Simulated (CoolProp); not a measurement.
Model: reference Helmholtz-energy equation of state, Zhou 2016, in CoolProp.

### Question
For R245ca, give the phase and the cp (kJ/(kg K)), cv (kJ/(kg K)) at 176.85 °C and 18.7 kPa; 176.85 °C and 67.2 kPa; 176.85 °C and 3120 kPa.

### Answer
- 176.85 °C and 18.7 kPa: gas; cp 1.16, cv 1.10
- 176.85 °C and 67.2 kPa: gas; cp 1.17, cv 1.10
- 176.85 °C and 3120 kPa: gas; cp 1.69, cv 1.20
